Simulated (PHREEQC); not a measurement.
Make-up at 82 °C: 0.013 mmol/kgw NaCl, 0.0013 mmol/kgw BaCl2 and 0.012 mmol/kgw LiCl. Closed to the air; pH follows from the charge balance.

The numbers come from PHREEQC with the ion-association model, phreeqc.dat.

```json
{
 "ionic_strength": "2.94e-5 mol/kgw"
}
```

```json
[
 {"species": "Cl-", "molality": "2.76e-5", "activity": "2.74e-5", "log γ": "-0.003"},
 {"species": "Na+", "molality": "1.30e-5", "activity": "1.29e-5", "log γ": "-0.003"},
 {"species": "Li+", "molality": "1.20e-5", "activity": "1.19e-5", "log γ": "-0.003"},
 {"species": "Ba+2", "molality": "1.30e-6", "activity": "1.26e-6", "log γ": "-0.012"},
 {"species": "H+", "molality": "5.34e-7", "activity": "5.31e-7", "log γ": "-0.003"},
 {"species": "OH-", "molality": "5.34e-7", "activity": "5.31e-7", "log γ": "-0.003"}
]
```

This is a speciation only: nothing precipitates in the calculation. Species that the database lacks are ignored. Constants without temperature data keep their 25 °C values here.
